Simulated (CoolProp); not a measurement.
Properties of ethylbenzene at several states (Tc = 617.1 K, pc = 36.22 bar, ω = 0.304).

Values from CoolProp's reference Helmholtz-energy equation of state, Zhou 2012.

| T (K) | p (bar) | phase | cp (kJ/(kg K)) | Joule-Thomson coefficient (K/MPa) |
|---|---|---|---|---|
| 248.2 | 6.3 | liquid | 1.603 | -0.5246 |
| 467.9 | 13.9 | liquid | 2.365 | -0.1448 |
| 377.3 | 12.7 | liquid | 2.019 | -0.3481 |
| 185.3 | 0.921 | liquid | 1.489 | -0.5737 |
| 313.9 | 126 | liquid | 1.786 | -0.4556 |
